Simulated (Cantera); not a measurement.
A perfectly stirred reactor is fed with H₂ : O₂ = 0.095 : 1 (molar parts), equivalence ratio 0.048, at 0.0296 atm; it is held at 1125 K, and followed from long to short residence time.

Detailed kinetics in Cantera: the H2/O2 subset of GRI-Mech 3.0, which has no nitrogen chemistry. Radical loss at walls, strong at low pressure, is not modelled. The temperature is held fixed by assumption; the heat of reaction is taken as removed at once.

Task: What does this change do: O2 1 to 0.13 parts?

Result: 
| quantity | before | after |
|---|---|---|
| x(H₂) at τ = 1.30 s | 0.000202 | 0.000916 |
| x(O₂) at τ = 1.30 s | 0.908 | 0.464 |
| x(H₂O₂) at τ = 1.30 s | 2.35e-7 | 1.40e-6 |
| x(H₂O) at τ = 1.30 s | 0.0901 | 0.533 |
| x(OH) at τ = 1.30 s | 0.000560 | 0.00112 |
| x(H₂) at τ = 53.0 ms | 0.00133 | 0.00685 |
| x(O₂) at τ = 53.0 ms | 0.903 | 0.462 |
| x(H₂O₂) at τ = 53.0 ms | 4.33e-7 | 2.52e-6 |
| x(H₂O) at τ = 53.0 ms | 0.0876 | 0.520 |
| x(OH) at τ = 53.0 ms | 0.00172 | 0.00339 |

Task: What does this change do: temperature 1125 to 1200 K?

Result: 
| quantity | before | after |
|---|---|---|
| x(H₂) at τ = 1.30 s | 0.000202 | 0.000146 |
| x(O₂) at τ = 1.30 s | 0.908 | 0.908 |
| x(H₂O₂) at τ = 1.30 s | 2.35e-7 | 1.74e-7 |
| x(H₂O) at τ = 1.30 s | 0.0901 | 0.0900 |
| x(OH) at τ = 1.30 s | 0.000560 | 0.000814 |
| x(H₂) at τ = 53.0 ms | 0.00133 | 0.000994 |
| x(O₂) at τ = 53.0 ms | 0.903 | 0.901 |
| x(H₂O₂) at τ = 53.0 ms | 4.33e-7 | 3.45e-7 |
| x(H₂O) at τ = 53.0 ms | 0.0876 | 0.0874 |
| x(OH) at τ = 53.0 ms | 0.00172 | 0.00237 |
